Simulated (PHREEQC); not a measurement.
Consider water at 70 °C with 10 mmol/kgw HF, 27 mmol/kgw NaF, 78 mmol/kgw H3PO4 and 1.5 mmol/kgw HCl. Closed to the air; pH follows from the charge balance.

Computed with PHREEQC (ion-association model, phreeqc.dat).

No solid was allowed to form.

**Question.** Estimate the pH, specific conductance.

**Answer.** pH 2.13; specific conductance 10800 µS/cm.

**Question.** In which forms is P present?

**Answer.** H3PO4 59 %, H2PO4- 41 % of the P.

Complexes and solids missing from the database can't appear. Away from 25 °C the constants follow the database's enthalpies or fits; those with neither stay at their 25 °C values.
